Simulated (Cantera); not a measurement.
MgO + CO + C (carbothermic reduction)

Feed: 1 mol MgO, 7.8 mol CO, 6.3 mol C, held at 952 °C and 1330 Pa.

Equilibrium computed with Cantera from the NASA thermochemical tables; the gas is ideal and each condensed phase is pure. Candidate condensed phases: C, Mg, MgCO3, MgO; 15 gas species. Rates play no part.

* **x(CO)**: 1.000
* **x(CO2)**: 0.000178
* **n(C(graphite))**: 6.30 mol
* **n(MgO(s))**: 1.00 mol
* **gas amount**: 7.799 mol
* **log10 activity of Mg(l) (absent)**: -8.66
